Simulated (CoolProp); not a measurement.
Vapour-liquid equilibrium of toluene (1) + n-decane (2) at 83.45 °C; x and y are mole fractions of (1).

Values from CoolProp's multi-fluid Helmholtz-energy mixture model, Lemmon 2006 and Lemmon 2006; pair parameters Bell 2016.

| x | bubble pressure, mixture model (kPa) | bubble pressure, Raoult's law (kPa) | y, mixture model | y, Raoult's law |
|---|---|---|---|---|
| 0.05 | 6.872 | 6.712 | 0.340 | 0.326 |
| 0.2 | 13.58 | 12.56 | 0.718 | 0.696 |
| 0.35 | 20.13 | 18.40 | 0.844 | 0.832 |
| 0.5 | 26.09 | 24.24 | 0.904 | 0.902 |
| 0.65 | 31.48 | 30.09 | 0.941 | 0.945 |
| 0.8 | 36.61 | 35.93 | 0.968 | 0.973 |
| 0.95 | 41.87 | 41.78 | 0.992 | 0.994 |

The largest gap from Raoult's law is +9.4 % in bubble pressure, at x = 0.35. No azeotrope shows between x = 0.05 and 0.95.

Pair parameters are fitted to limited data, so mixtures are less certain than the pure fluids.
